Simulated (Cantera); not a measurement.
**Carbon deposition, reforming and gasification: CH4 + H2O + H2**

Input: 1 mol CH4, 0.35 mol H2O, 8.6 mol H2, at 2077 °C and 1200 Pa.

Method: chemical equilibrium by Gibbs-energy minimisation in Cantera with the NASA 1993 tables (ideal gas, pure condensed phases). Candidate condensed phases: C, C6H6, C7H8, C8H18, H2O; 110 gas species. The numbers say what is thermodynamically allowed, not how fast it happens.

- x(H2): 0.860
- x(H): 0.106
- x(CO): 0.0293
- x(C2H2 (acetylene)): 0.00475
- x(C2H): 2.98e-5
- x(C4H2): 1.07e-5
- x(CH3): 3.94e-6
- x(C3): 3.44e-6
- x(C2H2 (vinylidene)): 2.15e-6
- n(C(graphite)): 0.535 mol
- gas amount: 11.93 mol
